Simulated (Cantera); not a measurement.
Charge: 1 mol MgO, 2.7 mol CO, at 1 atm.

Equilibrium computed with Cantera from the NASA thermochemical tables; the gas is ideal and each condensed phase is pure. Candidate condensed phases: C, Mg, MgCO3, MgO; 15 gas species. Kinetics and transport are ignored.

x: gas mole fraction; n: condensed amount in mol.

| T (K) | x CO | x Mg | x CO2 | x MgO | x O | x O2 | n C(graphite) | n MgO(s) |
|---|---|---|---|---|---|---|---|---|
| 1173 | 0.973 | <1e-12 | 0.0268 | <1e-12 | <1e-12 | <1e-12 | 0.0704 | 1.00 |
| 1373 | 0.998 | 5.72e-9 | 0.00229 | <1e-12 | <1e-12 | <1e-12 | 0.00618 | 1.00 |
| 1573 | 1.000 | 5.69e-6 | 0.000364 | <1e-12 | <1e-12 | <1e-12 | 0.000967 | 1.000 |
| 1773 | 0.999 | 0.000320 | 0.000320 | 1.31e-10 | 4.59e-12 | <1e-12 | 0 | 0.999 |
| 1973 | 0.997 | 0.00150 | 0.00150 | 1.19e-8 | 8.48e-10 | (withheld) | 0 | 0.996 |
| 2173 | 0.989 | 0.00526 | 0.00526 | 4.65e-7 | 5.95e-8 | (withheld) | 0 | 0.986 |
| 2373 | 0.971 | 0.0147 | 0.0147 | 9.68e-6 | 2.04e-6 | (withheld) | 0 | 0.960 |
| 2573 | 0.931 | 0.0346 | 0.0345 | 0.000124 | 4.04e-5 | (withheld) | 0 | 0.903 |

Q: Complete the blanks.

A: 
- 1973, x O2: 2.48e-12
- 2173, x O2: 6.95e-10
- 2373, x O2: 7.48e-8
- 2573, x O2: 3.91e-6
